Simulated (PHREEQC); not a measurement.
Consider water at 20 °C with 0.4 mol/kgw ZnCl2 and 0.0035 mol/kgw NaOH. Closed to the air; pH follows from the charge balance.

Computed with PHREEQC (ion-association model, wateq4f.dat).

Question: The ionic strength comes out as 0.937 mol/kgw. What activity coefficients do Cl-, Na+, Zn+2, ZnCl3-, ZnOH+ get?

Answer: Cl- 0.61, Na+ 0.72, Zn+2 0.21, ZnCl3- 0.61, ZnOH+ 0.78.

Precipitation was switched off in this run. The solution is supersaturated, for example in Zn5(OH)8Cl2, Zn(OH)2-e, so a real one may precipitate; this is no full list. Caution: at this ionic strength the ion-association model is outside its range; a Pitzer model would be the better tool where its parameters exist. Species that the database lacks are ignored.
